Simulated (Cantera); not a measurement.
A closed system holds: 1 mol C₃H₆, 1.6 mol NH₃, 61 mol H₂, 0.39 mol CO₂, equilibrated at 31.0 bar.

Cantera equilibrium calculation (NASA polynomials, part measured and part estimated; ideal gas, pure solids and liquids). Candidate condensed phases: C, C₆H₆, C₇H₈, C₈H₁₈, H₂O; 136 gas species. The ideal-gas law is rough above about 30 bar. The numbers say what is thermodynamically allowed, not how fast it happens. All values below are at 1877 °C.

Base state: H₂ 0.964, CO 0.0115, N₂ 0.0105, CH₄ 0.00846, HCN 0.00256, C₂H₂ (acetylene) 0.00187, H 0.000744, HNC 0.000188 (mole fractions); condensed: C(graphite).

**Question.** What changes in the equilibrium state with this change: CO₂ from 0.39 to 0.049 mol?

**Answer.** 
```
species             before     after
----------------  --------  --------
H₂                   0.964     0.974
N₂                  0.0105    0.0106
CH₄                0.00846   0.00863
CO                  0.0115   0.00147
H₂O                2.32e-5   2.98e-6
NH₃                4.78e-5   4.88e-5
C₂H₄              0.000172  0.000176
CH₃               0.000126  0.000128
HNC               0.000188  0.000189
C(graphite), mol      1.57      1.90
```
